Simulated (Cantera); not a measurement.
What does this Cantera script print?

```python
import numpy as np
import cantera as ct

gas_names = """
    AL ALH ALN AL2 H H2 N NH NH2 NH3 N2 N2H2 N2H4
""".split()
cond_names = """
    AL(cr) AL(L) ALN(s)
""".split()


def load(file, names, dense=False):
    # The tables refer to 1 bar. Condensed volumes are neglected.
    table = {s.name: s for s in ct.Species.list_from_file(file)}
    out = []
    for n in names:
        d = dict(table[n].input_data)
        d["thermo"] = dict(d["thermo"], **{"reference-pressure": 1e5})
        if dense:
            d["equation-of-state"] = {"model": "constant-volume", "density": "1e6 g/cm^3"}
        out.append(ct.Species.from_dict(d))
    return out


gas = ct.Solution(thermo="ideal-gas", species=load("nasa_gas.yaml", gas_names))
cond = {s.name: ct.Solution(thermo="fixed-stoichiometry", species=[s], name=s.name)
        for s in load("nasa_condensed.yaml", cond_names, dense=True)}
atoms = {
    'AlN': {'AL': 1, 'N': 1},
    'H2': {'H': 2},
}
top_T = {'ALN(s)': 2750}  # K; cautious upper limits of use, not melting points


def equilibrate(T, P, feed):
    n = {}
    for name, mol in feed.items():
        for a, k in atoms[name].items():
            n[a] = n.get(a, 0.0) + k * mol
    gas.TPX = T, P, n
    mass = sum(n.values()) * gas.mean_molecular_weight
    gas.equilibrate("TP")
    valid = [c for c in cond.values() if c.min_temp <= T <= top_T.get(c.name, c.max_temp)]
    mix = ct.Mixture([(gas, mass / gas.mean_molecular_weight)] + [(c, 0.0) for c in valid])
    mix.T, mix.P = T, P
    mix.equilibrate("TP", solver="vcs", rtol=1e-11, max_steps=5000)
    return mix


results = []
feed = {'AlN': 1, 'H2': 18}  # mol
T = 1100  # K
P = 730  # Pa
mix = equilibrate(T, P, feed)
results.append((T, P, feed, dict(zip(mix.species_names, mix.species_moles))))
x = sorted(zip(gas.X, gas.species_names), reverse=True)
print(f"T = {T:g} K  P = {P:g} Pa  gas = {mix.phase_moles(0):.4g} mol")
print("   x: " + "  ".join(f"{s} {v:.3e}" for v, s in x if v > 1e-06))
print("   condensed (mol): " + ("  ".join(f"{mix.phase(i).name} {mix.phase_moles(i):.4g}"
      for i in range(1, mix.n_phases) if mix.phase_moles(i) > 1e-12) or "none"))
```

Output:

```
T = 1100 K  P = 730 Pa  gas = 18 mol
   x: H2 1.000e+00
   condensed (mol): ALN(s) 1
```

Equilibrium computed with Cantera from the NASA thermochemical tables; the gas is ideal and each condensed phase is pure.
